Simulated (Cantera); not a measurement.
Charge: 1 mol HMDSO, 0.83 mol CO2, 4.1 mol N2, held at 0.590 bar.

Method: chemical equilibrium by Gibbs-energy minimisation in Cantera with the NASA 1993 tables (ideal gas, pure condensed phases). Candidate condensed phases: C, C6H6, C7H8, C8H18, H2O, Si, SiC, SiO2, Si2N2O, Si3N4; 151 gas species. The feed counts by its element totals alone. N2 is the only nitrogen source here; it is nearly inert below about 1500 K, so the nitride shown seldom forms there in practice. The numbers say what is thermodynamically allowed, not how fast it happens. All values below are at 650 °C.

Base state: H2 0.639, N2 0.305, CH4 0.0560, NH3 0.000168, CO 6.07e-5, H2O 3.53e-5 (mole fractions); condensed: C(graphite) + SiO2(β-quartz) + Si2N2O(s).

What changes in the equilibrium state with this change: pressure from 0.590 bar to 1.33 mbar?


| species | before | after |
|---|---|---|
| H2 | 0.639 | 0.709 |
| N2 | 0.305 | 0.287 |
| CO | 6.07e-5 | 0.00345 |
| CH4 | 0.0560 | 0.000156 |
| NH3 | 0.000168 | 4.31e-7 |
| H2O | 3.53e-5 | 5.04e-6 |
| C(graphite), mol | 6.16 | 6.78 |
| SiO2(β-quartz), mol | 1.11 | 1.08 |
| Si2N2O(s), mol | 0.447 | 0.461 |
